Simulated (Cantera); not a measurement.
Input: 1 mol SiC, 0.012 mol C, 0.59 mol N2, held at 1400 °C and 0.330 bar.

Equilibrium computed with Cantera from the NASA thermochemical tables; the gas is ideal and each condensed phase is pure. Candidate condensed phases: C, Si, SiC, Si3N4; 20 gas species. Kinetics and transport are ignored.

Base state: N2 1.00 (mole fractions); condensed: C(graphite) + SiC(s).

Q: What changes in the equilibrium state with this change: temperature from 1400 °C to 2550 °C?

A: 
| species | before | after |
|---|---|---|
| N2 | 1.00 | 0.886 |
| Si | 1.70e-8 | 0.0571 |
| SiC2 | <1e-9 | 0.0334 |
| Si2C | <1e-9 | 0.0169 |
| Si2 | <1e-9 | 0.00108 |
| Si2N | <1e-9 | 0.000689 |
| SiN | 6.46e-9 | 0.00202 |
| CN | 5.93e-9 | 0.00181 |
| C3 | <1e-9 | 0.000127 |
| C(graphite), mol | 0.0120 | 0.0407 |
| SiC(s), mol | 1.00 | 0.914 |
The tables' values for SiN are old estimates; treat these amounts as uncertain.
